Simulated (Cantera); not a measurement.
Input (Python, Cantera) and output of one run.

```python
import numpy as np
import cantera as ct

gas_names = [...]  # 113 gases of nasa_gas.yaml made of C, H, O, Ti
cond_names = """
    C(gr) C6H6(L) C7H8(L) C8H18(L),n-octa H2O(s) H2O(L) Ti(a) Ti(b) Ti(L) TiC(s) TiC(L) TiO(a) TiO(b)
    TiO(L) TiO2(ru) TiO2(L) Ti2O3(a) Ti2O3(b) Ti2O3(L) Ti3O5(a) Ti3O5(b) Ti3O5(L) Ti4O7(s) Ti4O7(L)
""".split()


# ... load() reads the species with a 1 bar reference pressure and builds the phases ...
atoms = {
    'Ti(OiPr)4': {'Ti': 1, 'C': 12, 'H': 28, 'O': 4},
    'H2O': {'H': 2, 'O': 1},
}
top_T = {'C(gr)': 4500}  # K; cautious upper limits of use, not melting points


# ... equilibrate(T, P, feed) seeds the gas with the atoms and calls Mixture.equilibrate('TP', solver="vcs", rtol=1e-11, max_steps=5000) ...
results = []
T = 1748  # K
P = 64000  # Pa
for m in [2.1, 2.7, 3.5, 4.5, 5.8, 7.5, 9.6, 12, 16, 20, 26]:
    feed = {'Ti(OiPr)4': 1, 'H2O': m}  # mol
    mix = equilibrate(T, P, feed)
    results.append((T, P, feed, dict(zip(mix.species_names, mix.species_moles))))
    x = sorted(zip(gas.X, gas.species_names), reverse=True)
    print(f"T = {T:g} K  P = {P:g} Pa  n(H2O) = {m:g} mol  gas = {mix.phase_moles(0):.4g} mol")
    print("   x: " + "  ".join(f"{s} {v:.3e}" for v, s in x if v > 1e-06))
    print("   condensed (mol): " + ("  ".join(f"{mix.phase(i).name} {mix.phase_moles(i):.4g}"
          for i in range(1, mix.n_phases) if mix.phase_moles(i) > 1e-12) or "none"))
```

Result:

```
T = 1748 K  P = 64000 Pa  n(H2O) = 2.1 mol  gas = 22.19 mol
   x: H2 7.245e-01  CO 2.748e-01  CH4 3.090e-04  H 2.431e-04  C2H2,acetylene 8.181e-05  H2O 4.739e-05  CO2 4.976e-06  CH3 2.104e-06  C2H4 1.286e-06
   condensed (mol): C(gr) 4.891  TiC(s) 1
T = 1748 K  P = 64000 Pa  n(H2O) = 2.7 mol  gas = 23.39 mol
   x: H2 7.130e-01  CO 2.863e-01  CH4 2.992e-04  H 2.412e-04  C2H2,acetylene 8.051e-05  H2O 4.859e-05  CO2 5.403e-06  CH3 2.054e-06  C2H4 1.246e-06
   condensed (mol): C(gr) 4.29  TiC(s) 1
T = 1748 K  P = 64000 Pa  n(H2O) = 3.5 mol  gas = 24.99 mol
   x: H2 6.993e-01  CO 3.000e-01  CH4 2.879e-04  H 2.388e-04  C2H2,acetylene 7.897e-05  H2O 4.994e-05  CO2 5.931e-06  CH3 1.995e-06  C2H4 1.198e-06
   condensed (mol): C(gr) 3.49  TiC(s) 1
T = 1748 K  P = 64000 Pa  n(H2O) = 4.5 mol  gas = 26.99 mol
   x: H2 6.845e-01  CO 3.148e-01  CH4 2.758e-04  H 2.363e-04  C2H2,acetylene 7.729e-05  H2O 5.130e-05  CO2 6.531e-06  CH3 1.932e-06  C2H4 1.148e-06
   condensed (mol): C(gr) 2.49  TiC(s) 1
T = 1748 K  P = 64000 Pa  n(H2O) = 5.8 mol  gas = 29.59 mol
   x: H2 6.683e-01  CO 3.311e-01  CH4 2.629e-04  H 2.335e-04  C2H2,acetylene 7.546e-05  H2O 5.267e-05  CO2 7.223e-06  CH3 1.864e-06  C2H4 1.094e-06
   condensed (mol): C(gr) 1.189  TiC(s) 1
T = 1748 K  P = 64000 Pa  n(H2O) = 7.5 mol  gas = 32.7 mol
   x: H2 6.570e-01  CO 3.423e-01  H2O 3.392e-04  H 2.315e-04  CO2 4.892e-05  CH4 4.011e-05  C2H2,acetylene 1.849e-06
   condensed (mol): TiC(s) 0.8045  Ti2O3(b) 0.09775
T = 1748 K  P = 64000 Pa  n(H2O) = 9.6 mol  gas = 35.6 mol
   x: H2 6.619e-01  CO 3.369e-01  H2O 8.520e-04  H 2.324e-04  CO2 1.201e-04  CH4 1.606e-05
   condensed (mol): Ti2O3(b) 0.302  Ti3O5(b) 0.132
T = 1748 K  P = 64000 Pa  n(H2O) = 12 mol  gas = 38 mol
   x: H2 6.345e-01  CO 3.091e-01  H2O 4.952e-02  CO2 6.678e-03  H 2.275e-04  OH 1.036e-06
   condensed (mol): TiO2(ru) 0.4562  Ti4O7(s) 0.136
T = 1748 K  P = 64000 Pa  n(H2O) = 16 mol  gas = 42 mol
   x: H2 5.874e-01  CO 2.696e-01  H2O 1.267e-01  CO2 1.610e-02  H 2.189e-04  OH 2.755e-06
   condensed (mol): TiO2(ru) 1
T = 1748 K  P = 64000 Pa  n(H2O) = 20 mol  gas = 46 mol
   x: H2 5.450e-01  CO 2.374e-01  H2O 1.940e-01  CO2 2.340e-02  H 2.108e-04  OH 4.378e-06
   condensed (mol): TiO2(ru) 1
T = 1748 K  P = 64000 Pa  n(H2O) = 26 mol  gas = 52.01 mol
   x: H2 4.924e-01  H2O 2.766e-01  CO 1.997e-01  CO2 3.105e-02  H 2.004e-04  OH 6.568e-06
   condensed (mol): TiO2(ru) 1
```

Cantera equilibrium calculation (NASA polynomials, part measured and part estimated; ideal gas, pure solids and liquids). The feed counts by its element totals alone. Mutual solubility and eutectic melting of coexisting phases are not modelled. TiC: taken at fixed stoichiometry. Condensed phases not in the tables: Magnéli phases beyond Ti4O7. Gases not in the tables: TiO(OH)2.
